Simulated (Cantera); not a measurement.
Input: 1 mol Si, 1.2 mol HBr, 5.5 mol H2, at 10.0 Torr.

These are equilibrium values from Cantera (NASA tables, ideal gas, pure condensed phases), not measurements of a reactor. Candidate condensed phases: Br2, Si; 19 gas species. The tables' values for SiBr3, SiBr are old estimates; treat these amounts as uncertain. Kinetics and transport are ignored.

x: gas mole fraction; n: condensed amount in mol.

| T (°C) | x H2 | x HBr | x SiBr4 | x SiBr2 | x SiHBr3 | x Br | n Si(s) |
|---|---|---|---|---|---|---|---|
| 177 | 0.953 | 3.43e-6 | 0.0459 | <1e-12 | (withheld) | <1e-12 | 0.698 |
| 277 | 0.953 | 8.64e-5 | 0.0455 | 1.00e-9 | (withheld) | <1e-12 | 0.697 |
| 377 | 0.952 | 0.000791 | 0.0450 | 1.74e-7 | (withheld) | 1.52e-12 | 0.697 |
| 477 | 0.949 | 0.00395 | 0.0439 | 7.43e-6 | 0.00258 | 3.11e-10 | 0.702 |
| 577 | 0.943 | 0.0132 | 0.0412 | 0.000126 | 0.00273 | 1.81e-8 | 0.716 |
| 677 | 0.927 | 0.0330 | 0.0354 | 0.00111 | 0.00261 | 4.37e-7 | 0.745 |
| 777 | 0.902 | 0.0647 | 0.0247 | 0.00566 | (withheld) | 5.43e-6 | 0.782 |
| 877 | 0.872 | 0.0977 | 0.0107 | 0.0165 | (withheld) | 3.81e-5 | 0.803 |
| 977 | 0.857 | 0.113 | 0.00232 | 0.0265 | (withheld) | 0.000159 | 0.798 |
| 1077 | 0.854 | 0.113 | 0.000387 | 0.0309 | (withheld) | 0.000477 | 0.786 |
| 1177 | 0.855 | 0.110 | 7.33e-5 | 0.0330 | (withheld) | 0.00120 | 0.776 |
| 1277 | 0.856 | 0.107 | 1.66e-5 | 0.0343 | (withheld) | 0.00264 | 0.768 |

Q: Complete the blanks.

A: 
- 177, x SiHBr3: 0.00134
- 277, x SiHBr3: 0.00186
- 377, x SiHBr3: 0.00228
- 777, x SiHBr3: 0.00209
- 877, x SiHBr3: 0.00116
- 977, x SiHBr3: 0.000381
- 1077, x SiHBr3: 0.000103
- 1177, x SiHBr3: 3.04e-5
- 1277, x SiHBr3: 1.03e-5
